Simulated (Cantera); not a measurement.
Charge: 1 mol Si, 7 mol HBr, 15 mol N₂, equilibrated at 1052 °C and 1.00 bar.

These are equilibrium values from Cantera (NASA tables, ideal gas, pure condensed phases), not measurements of a reactor. Candidate condensed phases: Br₂, Si, Si₃N₄; 28 gas species. N₂ is the only nitrogen source here; it is nearly inert below about 1500 K, so the nitride shown seldom forms there in practice. The tables' values for SiBr₃ are old estimates; treat these amounts as uncertain. Kinetics and transport are ignored.

Base state: N₂ 0.694, HBr 0.228, H₂ 0.0513, SiBr₄ 0.0250, SiBr₃ 0.000409, Br 0.000350, SiBr₂ 0.000249, SiHBr₃ 0.000176 (mole fractions); condensed: Si₃N₄(s).

Question: What changes in the equilibrium state with this change: N₂ from 15 to 0.27 mol?

Answer: 
```json
[
 {"species": "HBr", "before": "0.228", "after": "0.518"},
 {"species": "H₂", "before": "0.0513", "after": "0.294"},
 {"species": "SiBr₄", "before": "0.0250", "after": "0.143"},
 {"species": "N₂", "before": "0.694", "after": "0.0370"},
 {"species": "SiH₂Br₂", "before": "5.95e-7", "after": "2.17e-5"},
 {"species": "SiHBr₃", "before": "0.000176", "after": "0.00255"},
 {"species": "SiBr₂", "before": "0.000249", "after": "0.00158"},
 {"species": "SiBr₃", "before": "0.000409", "after": "0.00247"},
 {"species": "Br₂", "before": "1.12e-5", "after": "1.01e-5"},
 {"species": "Si₃N₄(s), mol", "before": "0.151", "after": "0.0183"}
]
```
